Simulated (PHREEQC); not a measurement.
A column of 0.5 m (40 cells, dispersivity 0.018 m, 300 s a shift, diffusion coefficient 3e-10 m²/s) holds 0.0021 eq of the database's cation exchanger X per kg of pore water, first in equilibrium with 0.011 mol BaCl2 and 1e-05 mol HCl per kg of water. It is flushed with 2.5 mmol/kgw ZnCl2 and 0.01 mmol/kgw HCl, at 40 °C. Values are for the last cell. The system is closed to CO2. Precipitation was switched off in this run.

The numbers come from PHREEQC with the ion-association model, phreeqc.dat.

```csv
pore volumes,Zn in solution (mol/kgw),Ba in solution (mol/kgw),Cl in solution (mol/kgw),BaX2 on the exchanger (mol/kgw),ZnX2 on the exchanger (mol/kgw)
0,0,0.0110,0.0220,0.00105,0
0.1125,0,0.0110,0.0220,0.00105,0
0.3125,1.35e-9,0.0110,0.0220,0.00105,8.67e-11
0.4125,3.90e-7,0.0110,0.0220,0.00105,2.51e-8
0.5125,8.22e-6,0.0109,0.0219,0.00105,5.31e-7
0.7125,0.000160,0.00977,0.0199,0.00104,1.15e-5
0.8125,0.000336,0.00847,0.0176,0.00102,2.75e-5
1.012,0.000742,0.00540,0.0123,0.000959,9.05e-5
1.113,0.000919,0.00410,0.0101,0.000910,0.000140
1.212,0.00107,0.00309,0.00834,0.000847,0.000203
1.413,0.00135,0.00179,0.00630,0.000689,0.000361
1.512,0.00149,0.00139,0.00578,0.000602,0.000448
1.613,0.00163,0.00109,0.00545,0.000514,0.000536
1.812,0.00190,0.000675,0.00515,0.000354,0.000696
1.913,0.00201,0.000528,0.00509,0.000287,0.000763
2.013,0.00211,0.000410,0.00505,0.000228,0.000822
2.212,0.00226,0.000242,0.00502,0.000139,0.000911
2.312,0.00232,0.000183,0.00502,0.000106,0.000944
2.513,0.00240,0.000103,0.00501,6.06e-5,0.000989
2.612,0.00242,7.60e-5,0.00501,4.50e-5,0.00101
2.712,0.00244,5.59e-5,0.00501,3.32e-5,0.00102
2.913,0.00247,2.96e-5,0.00501,1.77e-5,0.00103
3.013,0.00248,2.14e-5,0.00501,1.28e-5,0.00104
```

Away from 25 °C the constants follow the database's enthalpies or fits; those with neither stay at their 25 °C values.
